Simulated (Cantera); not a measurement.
Input (Python, Cantera) and output of one run.

```python
import numpy as np
import cantera as ct

gas_names = """
    CL CL2 Fe FeCL FeCL2 FeCL3 Fe2CL4 Fe2CL6 H HCL H2 N NH NH2 NH3 N2 N2H2 N2H4
""".split()
cond_names = """
    Fe(a) Fe(c) Fe(d) Fe(L) FeCL2(s) FeCL2(L) FeCL3(s) FeCL3(L) NH4CL(a) NH4CL(b)
""".split()


# ... load() reads the species with a 1 bar reference pressure and builds the phases ...
atoms = {
    'FeCl3': {'Fe': 1, 'CL': 3},
    'HCl': {'H': 1, 'CL': 1},
    'N2': {'N': 2},
}
top_T = {}  # K; cautious upper limits of use, not melting points


# ... equilibrate(T, P, feed) seeds the gas with the atoms and calls Mixture.equilibrate('TP', solver="vcs", rtol=1e-11, max_steps=5000) ...
results = []
feed = {'FeCl3': 1, 'HCl': 0.072, 'N2': 220}  # mol
P = 10000  # Pa
for T in [773, 848, 923, 998, 1073, 1148, 1223, 1298, 1373]:
    mix = equilibrate(T, P, feed)
    results.append((T, P, feed, dict(zip(mix.species_names, mix.species_moles))))
    x = sorted(zip(gas.X, gas.species_names), reverse=True)
    print(f"T = {T:g} K  P = {P:g} Pa  gas = {mix.phase_moles(0):.4g} mol")
    print("   x: " + "  ".join(f"{s} {v:.3e}" for v, s in x if v > 0.001))
    print("   condensed (mol): " + ("  ".join(f"{mix.phase(i).name} {mix.phase_moles(i):.4g}"
          for i in range(1, mix.n_phases) if mix.phase_moles(i) > 1e-12) or "none"))
```

It prints:

```
T = 773 K  P = 10000 Pa  gas = 221 mol
   x: N2 9.954e-01  FeCL3 3.702e-03
   condensed (mol): none
T = 848 K  P = 10000 Pa  gas = 221.1 mol
   x: N2 9.950e-01  FeCL3 4.065e-03
   condensed (mol): none
T = 923 K  P = 10000 Pa  gas = 221.2 mol
   x: N2 9.948e-01  FeCL3 3.763e-03
   condensed (mol): none
T = 998 K  P = 10000 Pa  gas = 221.2 mol
   x: N2 9.945e-01  FeCL3 3.163e-03  FeCL2 1.349e-03
   condensed (mol): none
T = 1073 K  P = 10000 Pa  gas = 221.3 mol
   x: N2 9.940e-01  FeCL3 2.404e-03  FeCL2 2.110e-03  CL2 1.003e-03
   condensed (mol): none
T = 1148 K  P = 10000 Pa  gas = 221.4 mol
   x: N2 9.936e-01  FeCL2 2.867e-03  FeCL3 1.647e-03  CL2 1.283e-03
   condensed (mol): none
T = 1223 K  P = 10000 Pa  gas = 221.5 mol
   x: N2 9.931e-01  FeCL2 3.486e-03  CL2 1.391e-03  FeCL3 1.027e-03
   condensed (mol): none
T = 1298 K  P = 10000 Pa  gas = 221.7 mol
   x: N2 9.925e-01  FeCL2 3.920e-03  CL 1.375e-03  CL2 1.273e-03
   condensed (mol): none
T = 1373 K  P = 10000 Pa  gas = 221.8 mol
   x: N2 9.919e-01  FeCL2 4.193e-03  CL 2.260e-03
   condensed (mol): none
```

Cantera equilibrium calculation (NASA polynomials, part measured and part estimated; ideal gas, pure solids and liquids).
